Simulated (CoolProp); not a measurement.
R13 at 293.15 K and 7.9 MPa is throttled through a valve to 4.67 MPa with no heat exchange. Each further row changes one setting.

Computed with CoolProp (reference Helmholtz-energy equation of state, Platzer 1990). This equation is an older, rougher fit; its heat capacities, sound speeds and derivatives of the liquid may be far off and weren't checked against measurements.

```json
[
 {"case": "as stated", "temperature change (K)": "___", "final phase": "liquid", "final density (kg/m³)": "___"},
 {"case": "outlet pressure 1.4 MPa", "temperature change (K)": "-32.9", "final phase": "two-phase, vapour fraction 0.337", "final density (kg/m³)": "234"},
 {"case": "outlet pressure 6.07 MPa", "temperature change (K)": "___", "final phase": "liquid", "final density (kg/m³)": "___"}
]
```

Question: Some entries are withheld; supply them.

Answer: 
- as stated, temperature change (K): -2.6
- as stated, final density (kg/m³): 1040
- outlet pressure 6.07 MPa, temperature change (K): -1.3
- outlet pressure 6.07 MPa, final density (kg/m³): 1060
